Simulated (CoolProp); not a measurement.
A single-stage vapour-compression cycle with R114: evaporating at 316.15 K (dew point), condensing at 348.15 K (bubble point), superheat 0 K, subcooling 5 K, compressor efficiency 0.7, no pressure losses. Each further row changes one setting.

Model: reference Helmholtz-energy equation of state, Platzer 1990, in CoolProp. This equation is an older, rougher fit; its heat capacities, sound speeds and derivatives of the liquid may be far off and weren't checked against measurements.

```
case                              cooling COP  pressure ratio  discharge temperature (K)  refrigerating effect (kJ/kg)  volumetric capacity (kJ/m³)
--------------------------------  -----------  --------------  -------------------------  ----------------------------  ---------------------------
as stated                                5.91            2.26                      348.1                          92.3                         2460
evaporating temperature 321.15 K         7.31            1.96                      348.1                          95.2                         2910
condensing temperature 343.15 K          7.25            2.01                      343.1                          97.6                         2610
subcooling 10 K                          6.25            2.26                      348.1                          97.6                         2610
superheat 10 K                           6.04            2.26                      355.5                          99.8                         2550
compressor efficiency 0.6                5.06            2.26                      348.5                          92.3                         2460
```

The compression ends wet for: as stated; evaporating temperature 321.15 K; condensing temperature 343.15 K; subcooling 10 K.
